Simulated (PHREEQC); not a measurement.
0.67 g of hydrous ferric oxide (600 m²/g; 0.2 weak and 0.005 strong sites per Fe, Dzombak-Morel constants, diffuse double layer) in 1 kg of water with 0.1 mol/kgw of an inert sodium salt, at 25 °C; the pH is set by adding NaOH or the inert anion's acid. Oxygen is held at 0.21 atm. No CO2 enters from the air. Nothing may precipitate in this run.

Model: ion-association model, wateq4f.dat, run in PHREEQC.

```json
[
 {"pH": "4", "surface charge σ (C/m²)": "0.321", "surface potential ψ (mV)": "146"},
 {"pH": "5", "surface charge σ (C/m²)": "0.215", "surface potential ψ (mV)": "126"},
 {"pH": "6", "surface charge σ (C/m²)": "0.111", "surface potential ψ (mV)": "(withheld)"},
 {"pH": "7", "surface charge σ (C/m²)": "0.045", "surface potential ψ (mV)": "(withheld)"},
 {"pH": "8", "surface charge σ (C/m²)": "0.004", "surface potential ψ (mV)": "(withheld)"},
 {"pH": "9", "surface charge σ (C/m²)": "(withheld)", "surface potential ψ (mV)": "-42"},
 {"pH": "10", "surface charge σ (C/m²)": "-0.094", "surface potential ψ (mV)": "-85"},
 {"pH": "11", "surface charge σ (C/m²)": "-0.190", "surface potential ψ (mV)": "(withheld)"},
 {"pH": "12", "surface charge σ (C/m²)": "-0.307", "surface potential ψ (mV)": "-141"}
]
```

Q: What belongs in the gaps?

A: 
- 6, surface potential ψ (mV): 93
- 7, surface potential ψ (mV): 52
- 8, surface potential ψ (mV): 5
- 9, surface charge σ (C/m²): -0.034
- 11, surface potential ψ (mV): -120

Species that the database lacks are ignored.
